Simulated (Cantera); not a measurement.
A closed system holds: 1 mol SiHCl3, 0.5 mol HCl, 17 mol H2, equilibrated at 13.3 mbar.

Method: chemical equilibrium by Gibbs-energy minimisation in Cantera with the NASA 1993 tables (ideal gas, pure condensed phases). Candidate condensed phases: Si; 19 gas species. The tables' values for SiCl3, SiCl are old estimates; treat these amounts as uncertain. The numbers say what is thermodynamically allowed, not how fast it happens. All values below are at 1525 K.

Base state: H2 0.861, HCl 0.1000, SiCl2 0.0380, SiCl3 0.00101, H 0.000190, SiCl4 7.90e-5, SiHCl3 7.69e-5, Cl 1.77e-5 (mole fractions); condensed: Si(s).

Task: What changes in the equilibrium state with this change: SiHCl3 replaced by Si2Cl6?

Result: 
| species | before | after |
|---|---|---|
| H2 | 0.861 | 0.773 |
| HCl | 0.1000 | 0.140 |
| SiCl2 | 0.0380 | 0.0829 |
| SiCl4 | 7.90e-5 | 0.000376 |
| SiCl3 | 0.00101 | 0.00324 |
| SiHCl3 | 7.69e-5 | 0.000235 |
| SiH2Cl2 | 1.21e-5 | 2.36e-5 |
| Cl | 1.77e-5 | 2.62e-5 |
| Si(s), mol | 0.236 | 0.225 |
The feed counts by its element totals alone.
